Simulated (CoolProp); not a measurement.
Vapour-liquid equilibrium of CH2F2 (R32) (1) + R142b (2) at 1.16 bar; x and y are mole fractions of (1).

Values from CoolProp's multi-fluid Helmholtz-energy mixture model, Tillner-Roth 1997 and Lemmon 2006; pair parameters Bell 2016.

| x | bubble temperature, mixture model (K) | bubble temperature, Raoult's law (K) | y, mixture model | y, Raoult's law |
|---|---|---|---|---|
| 0.05 | 260.7 | 261.9 | 0.266 | 0.240 |
| 0.15 | 250.3 | 253.3 | 0.576 | 0.529 |
| 0.25 | 243.0 | 247.0 | 0.731 | 0.689 |
| 0.35 | 237.9 | 242.0 | 0.816 | 0.788 |
| 0.45 | 234.3 | 238.0 | 0.866 | 0.854 |
| 0.55 | 231.6 | 234.6 | 0.899 | 0.900 |
| 0.65 | 229.6 | 231.8 | 0.924 | 0.933 |
| 0.75 | 227.9 | 229.3 | 0.944 | 0.959 |
| 0.85 | 226.4 | 227.1 | 0.964 | 0.978 |
| 0.95 | 224.9 | 225.1 | 0.987 | 0.993 |

The largest gap from Raoult's law is -4.1 K in bubble temperature, at x = 0.35. No azeotrope shows between x = 0.05 and 0.95.

Pair parameters are fitted to limited data, so mixtures are less certain than the pure fluids.
